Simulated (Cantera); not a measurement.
Input (Python, Cantera):

```python
import numpy as np
import cantera as ct

gas = ct.Solution("gri30.yaml")
gas.TPX = 1098, 101325, {'N2O': 1}
reactor = ct.IdealGasConstPressureReactor(gas, energy="off", clone=False)
net = ct.ReactorNet([reactor])
net.rtol, net.atol = 1e-08, 1e-18
show = ['N2O', 'NO2', 'N2', 'NO', 'O', 'O2']
times = np.geomspace(7e-05, 200, 10)

steps = ct.SolutionArray(gas, extra=["t"])
rows = []
print(f"{'t/s':>10s}{'T/K':>9s}{'P/Pa':>11s}" + "".join(f"{s:>11s}" for s in show))
for t in times:
    while net.time < t:
        t_next = net.step()
        steps.append(gas.state, t=t_next)
    rows.append([np.interp(t, steps.t, y) for y in (steps.T, steps.P, *steps(*show).X.T)])
    print(f"{t:10.3e}{rows[-1][0]:9.1f}{rows[-1][1]:11.4g}" + "".join(f"{x:11.3e}" for x in rows[-1][2:]))
rate = np.gradient(steps.T, steps.t)
print("integrator steps:", len(steps.t))
if steps.T.max() > steps.T[0] + 200:
    print(f"time of steepest temperature rise: {steps.t[rate.argmax()]:.4e} s")
gas.TPX = 1098, 101325, {'N2O': 1}
gas.equilibrate("TP")
print(f"equilibrium (TP): T = {gas.T:.1f} K  " + "  ".join(f"{s} {gas[s].X[0]:.3e}" for s in show))
```

Result:

```
       t/s      T/K       P/Pa        N2O        NO2         N2         NO          O         O2
 7.000e-05   1098.0  1.013e+05  1.000e+00  1.823e-12  4.493e-06  2.932e-07  3.001e-07  2.023e-06
 3.651e-04   1098.0  1.013e+05  1.000e+00  6.177e-11  2.461e-05  1.700e-06  3.002e-07  1.173e-05
 1.904e-03   1098.0  1.013e+05  9.998e-01  1.729e-09  1.295e-04  9.036e-06  3.002e-07  6.236e-05
 9.933e-03   1098.0  1.013e+05  9.989e-01  4.525e-08  6.764e-04  4.723e-05  3.001e-07  3.262e-04
 5.181e-02   1098.0  1.013e+05  9.945e-01  1.014e-06  3.518e-03  2.448e-04  2.996e-07  1.697e-03
 2.702e-01   1098.0  1.013e+05  9.720e-01  1.301e-05  1.803e-02  1.244e-03  2.964e-07  8.693e-03
 1.409e+00   1098.0  1.013e+05  8.666e-01  7.734e-05  8.601e-02  5.829e-03  2.792e-07  4.149e-02
 7.352e+00   1098.0  1.013e+05  5.220e-01  2.712e-04  3.089e-01  1.952e-02  2.105e-07  1.494e-01
 3.834e+01   1098.0  1.013e+05  9.362e-02  4.416e-04  5.889e-01  3.049e-02  6.386e-08  2.865e-01
 2.000e+02   1098.0  1.013e+05  2.382e-04  9.869e-04  6.515e-01  2.978e-02  1.504e-09  3.175e-01
integrator steps: 1216
equilibrium (TP): T = 1098.0 K  N2O 6.776e-09  NO2 3.554e-06  N2 6.666e-01  NO 9.726e-05  O 1.370e-09  O2 3.333e-01
```

Cantera simulation using GRI-Mech 3.0 (53 species, 325 reactions); the numbers are that mechanism's predictions, not measurements. GRI-Mech 3.0 was tuned for natural gas; its chemistry of N2O as a main component is partial and can be far from experiment. The mechanism lacks the step 2 NO + O2 → 2 NO2, which can matter for NO2 below about 1400 K. The temperature is held fixed by assumption; the heat of reaction is taken as removed at once.
